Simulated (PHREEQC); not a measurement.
Ca(OH)2 is added in steps, without added water, to 1 kg of water holding 0.0026 mol/kgw Pb(NO3)2 and 0.00024 mol/kgw Sr(NO3)2, at 30 °C. O2 is buffered at 0.21 atm. The system is closed to CO2. Only these solids could form: Pb(OH)2.

Base run: PHREEQC, ion-association model, phreeqc.dat. Each further column changes one thing. The table gives pH.

```json
[
 {"Ca(OH)2 added (mol)": "0", "base": "5.22", "diluted 5-fold with water": "5.54", "Pb(NO3)2 from 0.0026 to 0.00026 mol/kgw": "5.69", "no solid may form": "5.22"},
 {"Ca(OH)2 added (mol)": "0.0004531", "base": "5.42", "diluted 5-fold with water": "6.12", "Pb(NO3)2 from 0.0026 to 0.00026 mol/kgw": "10.40", "no solid may form": "7.09"},
 {"Ca(OH)2 added (mol)": "0.0009969", "base": "5.48", "diluted 5-fold with water": "10.78", "Pb(NO3)2 from 0.0026 to 0.00026 mol/kgw": "10.97", "no solid may form": "7.39"},
 {"Ca(OH)2 added (mol)": "0.00145", "base": "5.56", "diluted 5-fold with water": "11.07", "Pb(NO3)2 from 0.0026 to 0.00026 mol/kgw": "11.17", "no solid may form": "7.79"},
 {"Ca(OH)2 added (mol)": "0.001903", "base": "5.67", "diluted 5-fold with water": "11.23", "Pb(NO3)2 from 0.0026 to 0.00026 mol/kgw": "11.31", "no solid may form": "10.02"},
 {"Ca(OH)2 added (mol)": "0.002447", "base": "6.00", "diluted 5-fold with water": "11.37", "Pb(NO3)2 from 0.0026 to 0.00026 mol/kgw": "11.42", "no solid may form": "10.60"},
 {"Ca(OH)2 added (mol)": "0.0029", "base": "10.56", "diluted 5-fold with water": "11.46", "Pb(NO3)2 from 0.0026 to 0.00026 mol/kgw": "11.50", "no solid may form": "10.78"}
]
```

The database's Pb(OH)2 solid is less soluble than what usually precipitates. In at least one series the solution becomes supersaturated in solids that the run did not let form, among them Pb(OH)2.
